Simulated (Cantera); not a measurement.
Input (Python, Cantera) and output of one run.

```python
import numpy as np
import cantera as ct

gas_names = """
    Fe FeO Fe(OH)2 H HNO HNO2 HNO3 HO2 H2 H2O H2O2 N NH NH2 NH3 NH2OH NO NO2 NO3 N2 N2H2 N2H4 N2O O OH
    O2 O3
""".split()
cond_names = """
    Fe(a) Fe(c) Fe(d) Fe(L) FeO(s) FeO(L) Fe(OH)2(s) Fe(OH)3(s) Fe2O3(s) Fe3O4(s) H2O(s) H2O(L)
""".split()


def load(file, names, dense=False):
    # The tables refer to 1 bar. Condensed volumes are neglected.
    table = {s.name: s for s in ct.Species.list_from_file(file)}
    out = []
    for n in names:
        d = dict(table[n].input_data)
        d["thermo"] = dict(d["thermo"], **{"reference-pressure": 1e5})
        if dense:
            d["equation-of-state"] = {"model": "constant-volume", "density": "1e6 g/cm^3"}
        out.append(ct.Species.from_dict(d))
    return out


gas = ct.Solution(thermo="ideal-gas", species=load("nasa_gas.yaml", gas_names))
cond = {s.name: ct.Solution(thermo="fixed-stoichiometry", species=[s], name=s.name)
        for s in load("nasa_condensed.yaml", cond_names, dense=True)}
atoms = {
    'Fe2O3': {'Fe': 2, 'O': 3},
    'H2': {'H': 2},
    'N2': {'N': 2},
}
top_T = {'Fe2O3(s)': 1830, 'Fe3O4(s)': 1870}  # K; cautious upper limits of use, not melting points


def equilibrate(T, P, feed):
    n = {}
    for name, mol in feed.items():
        for a, k in atoms[name].items():
            n[a] = n.get(a, 0.0) + k * mol
    gas.TPX = T, P, n
    mass = sum(n.values()) * gas.mean_molecular_weight
    gas.equilibrate("TP")
    valid = [c for c in cond.values() if c.min_temp <= T <= top_T.get(c.name, c.max_temp)]
    mix = ct.Mixture([(gas, mass / gas.mean_molecular_weight)] + [(c, 0.0) for c in valid])
    mix.T, mix.P = T, P
    mix.equilibrate("TP", solver="vcs", rtol=1e-11, max_steps=5000)
    return mix


results = []
feed = {'Fe2O3': 1, 'H2': 200, 'N2': 0.52}  # mol
T = 1398  # K
P = 7500  # Pa
mix = equilibrate(T, P, feed)
results.append((T, P, feed, dict(zip(mix.species_names, mix.species_moles))))
print(gas.report(threshold=0.001))
for i in range(1, mix.n_phases):
    print(f"{mix.phase(i).name:16s} {mix.phase_moles(i):12.5e} mol")
```

Result:

```
       temperature   1398 K
          pressure   7500 Pa
           density   0.0014987 kg/m^3
  mean mol. weight   2.3228 kg/kmol
   phase of matter   gas

                          1 kg             1 kmol
                     ---------------   ---------------
          enthalpy        1.2743e+07          2.96e+07  J
   internal energy        7.7392e+06        1.7977e+07  J
           entropy             86184        2.0019e+05  J/K
    Gibbs function       -1.0774e+08       -2.5026e+08  J
 heat capacity c_p             13847             32163  J/K
 heat capacity c_v             10267             23848  J/K

                      mass frac. Y      mole frac. X     chem. pot. / RT
                     ---------------   ---------------   ---------------
                H2           0.85268           0.98243           -21.008
               H2O           0.11603          0.014961           -53.612
                N2          0.031274         0.0025931           -34.343
     [  +24 minor]        1.4622e-05        1.7649e-05

Fe(c)             1.99996e+00 mol
FeO(s)            0.00000e+00 mol
Fe(OH)2(s)        0.00000e+00 mol
Fe(OH)3(s)        0.00000e+00 mol
Fe2O3(s)          0.00000e+00 mol
Fe3O4(s)          0.00000e+00 mol
```

These are equilibrium values from Cantera (NASA tables, ideal gas, pure condensed phases), not measurements of a reactor.
